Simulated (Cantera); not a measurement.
Input: 1 mol NiS, 5 mol H2, 20 mol N2, held at 1448 K and 1 atm.

Method: chemical equilibrium by Gibbs-energy minimisation in Cantera with the NASA 1993 tables (ideal gas, pure condensed phases). Candidate condensed phases: Ni, NiS, NiS2, Ni3S2, Ni3S4, S; 17 gas species. The numbers say what is thermodynamically allowed, not how fast it happens.

Base state: N2 0.800, H2 0.187, H2S 0.0128, S2 0.000209, SH 8.17e-5 (mole fractions); condensed: Ni3S2(l).

What changes in the equilibrium state with this change: NiS replaced by PbS?


| species | before | after |
|---|---|---|
| N2 | 0.800 | 0.769 |
| H2 | 0.187 | 0.184 |
| PbS | 0 | 0.0297 |
| Pb | 0 | 0.00875 |
| H2S | 0.0128 | 0.00851 |
| S2 | 0.000209 | 9.51e-5 |
| SH | 8.17e-5 | 5.47e-5 |
| Ni3S2(l), mol | 0.333 | 0 |
Further candidate phases: Pb, PbS.

What changes in the equilibrium state with this change: NiS replaced by PbO?


```json
[
 {"species": "N2", "before": "0.800", "after": "0.788"},
 {"species": "H2", "before": "0.187", "after": "0.158"},
 {"species": "H2O", "before": "0", "after": "0.0394"},
 {"species": "Pb", "before": "0", "after": "0.0144"},
 {"species": "H2S", "before": "0.0128", "after": "0"},
 {"species": "S2", "before": "0.000209", "after": "0"},
 {"species": "SH", "before": "8.17e-5", "after": "0"},
 {"species": "Ni3S2(l), mol", "before": "0.333", "after": "0"},
 {"species": "Pb(l), mol", "before": "0", "after": "0.634"}
]
```
Further candidate phases: H2O, Pb, PbO, PbO2, Pb3O4.
